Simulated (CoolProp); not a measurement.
Properties of n-undecane along the isobar 9.42 bar (Tc = 638.8 K, pc = 19.90 bar, ω = 0.539).

The numbers come from the reference Helmholtz-energy equation of state, Aleksandrov 2011 in CoolProp. It is a short technical equation, of lower accuracy than the large ones.

```tsv
T (K)	phase	cp (kJ/(kg K))	cv (kJ/(kg K))	isothermal compressibility (1/MPa)	expansivity (1/kK)
521.5	liquid	[?]	2.652	0.008008	1.961
529.7	liquid	3.147	2.681	0.009061	2.077
537.9	liquid	3.188	[?]	0.01035	2.212
546.2	liquid	3.232	2.738	0.01197	2.376
554.4	liquid	[?]	2.766	0.01401	2.573
562.6	liquid	3.330	2.794	0.01668	2.818
570.8	liquid	3.388	2.823	0.02030	3.133
579	liquid	3.457	2.852	0.02549	3.559
595.4	gas	3.189	2.885	1.713	6.109
603.6	gas	3.157	2.898	1.611	5.306
611.8	gas	3.139	2.912	1.537	4.721
620	gas	3.131	[?]	1.479	[?]
```

Task: Fill in the missing entries.

Result: 
- 521.5, cp (kJ/(kg K)): 3.107
- 537.9, cv (kJ/(kg K)): 2.709
- 554.4, cp (kJ/(kg K)): 3.279
- 620, cv (kJ/(kg K)): 2.928
- 620, expansivity (1/kK): 4.273
